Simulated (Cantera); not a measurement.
## Low-pressure radical oxidation in H2/O2

An isothermal, constant-pressure homogeneous reactor starts with 18.8 % H2, 72.5 % O2, 8.70 % N2, equivalence ratio 0.13, at 1023 K and 820 Pa.

Detailed kinetics in Cantera: GRI-Mech 3.0 (53 species, 325 reactions). Radical loss at walls, strong at low pressure, is not modelled. The temperature is held fixed by assumption; the heat of reaction is taken as removed at once.

| t (s) | x H2 | x O2 | x H2O | x NO | x N2O |
|---|---|---|---|---|---|
| 0.000100 | 0.188 | 0.725 | 1.60e-11 | <1e-12 | <1e-12 |
| 0.000287 | 0.188 | 0.725 | 2.47e-10 | <1e-12 | <1e-12 |
| 0.000824 | 0.188 | 0.725 | 5.67e-9 | <1e-12 | <1e-12 |
| 0.00237 | 0.188 | 0.725 | 1.91e-6 | <1e-12 | <1e-12 |
| 0.00679 | 0.0257 | 0.647 | 0.123 | 1.44e-8 | 5.33e-11 |
| 0.0195 | 0.00537 | 0.664 | 0.177 | 1.70e-7 | 3.43e-10 |
| 0.0560 | 0.00109 | 0.691 | 0.204 | 2.19e-7 | 5.90e-10 |
| 0.161 | 9.31e-5 | 0.695 | 0.208 | 2.21e-7 | 7.64e-10 |
| 0.461 | 9.37e-6 | 0.696 | 0.208 | 2.20e-7 | 8.23e-10 |
| 1.32 | 1.46e-6 | 0.696 | 0.208 | 2.20e-7 | 8.47e-10 |
| 3.80 | 3.16e-7 | 0.696 | 0.208 | 2.20e-7 | 8.60e-10 |
| 10.9 | 8.37e-8 | 0.696 | 0.208 | 2.21e-7 | 8.69e-10 |
| 31.3 | 2.47e-8 | 0.696 | 0.208 | 2.21e-7 | 8.75e-10 |
| 90.0 | 7.81e-9 | 0.696 | 0.208 | 2.21e-7 | 8.75e-10 |
x: mole fraction; the columns are a selection and need not sum to one.

Equilibrium at this temperature and pressure: H2 4.74e-10, O2 0.696, H2O 0.208, NO 2.56e-5, N2O 6.50e-11 (gas phase only).
